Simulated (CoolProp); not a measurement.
Vapour-liquid equilibrium of acetone (1) + n-heptane (2) at 439.3 K; x and y are mole fractions of (1).

Model: multi-fluid Helmholtz-energy mixture model, Lemmon 2006 and Span 2003; pair parameters Bell 2016, in CoolProp.

| x | bubble pressure, mixture model (kPa) | bubble pressure, Raoult's law (kPa) | y, mixture model | y, Raoult's law |
|---|---|---|---|---|
| 0.05 | 639.9 | 574.7 | 0.189 | 0.135 |
| 0.125 | 793.2 | 651.7 | 0.362 | 0.297 |
| 0.2 | 923.6 | 728.8 | 0.470 | 0.425 |
| 0.275 | 1034 | 805.8 | 0.546 | 0.529 |
| 0.35 | 1129 | 882.8 | 0.603 | 0.615 |
| 0.425 | 1210 | 959.8 | 0.650 | 0.686 |
| 0.5 | 1281 | 1037 | 0.692 | 0.748 |
| 0.575 | 1343 | 1114 | 0.730 | 0.800 |
| 0.65 | 1398 | 1191 | 0.768 | 0.846 |
| 0.725 | 1447 | 1268 | 0.807 | 0.886 |
| 0.8 | 1488 | 1345 | 0.849 | 0.922 |
| 0.875 | 1522 | 1422 | 0.897 | 0.954 |
| 0.95 | 1544 | 1499 | 0.955 | 0.983 |

The largest gap from Raoult's law is +28.3 % in bubble pressure, at x = 0.275. No azeotrope shows between x = 0.05 and 0.95.

The pair parameters rest on a limited set of measurements; away from them the model extrapolates.
